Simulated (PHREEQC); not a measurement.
Dissolve 0.014 mol NH4F and 0.0019 mol H4SiO4 per kg of water at 25 °C. Closed to the air; pH follows from the charge balance.

The numbers come from PHREEQC with the ion-association model, phreeqc.dat.

This is a speciation only: nothing precipitates in the calculation.

Task: Predict the pH, specific conductance.

Result: pH 6.22; specific conductance 1660 µS/cm.

Examples of supersaturated solids here: Quartz (slow to form), Chalcedony (slow to form). Others may be too. SiF6-2 is the database's only silicon fluoride.
